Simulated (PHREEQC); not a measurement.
Consider water at 20 °C with 15 mmol/kgw H2SO4, 6 mmol/kgw Li2SO4 and 7.1 mmol/kgw MgSO4. Closed to the air; pH follows from the charge balance.

All values are PHREEQC results (ion-association model, phreeqc.dat), not measurements.

* **pH**: 1.79
* **ionic strength**: 0.0582 mol/kgw
* **specific conductance**: 7700 µS/cm
* **density**: 1.001 g/cm³
* **total alkalinity**: -30.0 meq/kg

| species | molality | activity | log γ |
|---|---|---|---|
| H+ | 0.0191 | 0.0162 | -0.071 |
| SO4-2 | 0.0142 | 0.00630 | -0.352 |
| Li+ | 0.0117 | 0.00965 | -0.083 |
| HSO4- | 0.0109 | 0.00890 | -0.089 |
| Mg+2 | 0.00444 | 0.00208 | -0.329 |
| MgSO4 | 0.00266 | 0.00270 | 0.006 |
| LiSO4- | 0.000324 | 0.000265 | -0.087 |

This is a speciation only: nothing precipitates in the calculation.
